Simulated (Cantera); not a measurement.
# Thermodynamics of abatement and gas-phase synthesis, feed H2O + H2 + O2

Input: 1 mol H2O, a varied amount of H2, 0.64 mol O2, equilibrated at 2598 K and 71.0 bar.

Equilibrium computed with Cantera from the NASA thermochemical tables; the gas is ideal and each condensed phase is pure. Candidate condensed phases: H2O; 9 gas species. The ideal-gas law is rough above about 30 bar. Kinetics and transport are ignored.

From 0.42 mol H2 to 4.6 mol H2 nothing is condensed.

```tsv
n(H2) (mol)	x H2O	x H2	x O2	x OH	x H	x O	x HO2	x H2O2
0.42	0.751	0.00176	0.226	0.0187	0.000190	0.00130	0.000154	2.66e-5
0.59	0.805	0.00216	0.173	0.0181	0.000210	0.00114	0.000131	2.50e-5
0.84	0.876	0.00304	0.103	0.0166	0.000249	0.000879	9.23e-5	2.10e-5
1.2	0.961	0.00784	0.0187	0.0113	0.000400	0.000374	2.69e-5	9.79e-6
1.7	0.840	0.156	3.63e-5	0.00222	0.00178	1.65e-5	2.32e-7	3.77e-7
2.3	0.688	0.308	6.21e-6	0.00129	0.00251	6.82e-6	5.60e-8	1.28e-7
3.3	0.528	0.468	1.59e-6	0.000806	0.00309	3.45e-6	1.76e-8	4.96e-8
4.6	0.406	0.590	5.87e-7	0.000551	0.00347	2.10e-6	7.33e-9	2.32e-8
```
x: gas mole fraction; nothing condenses.
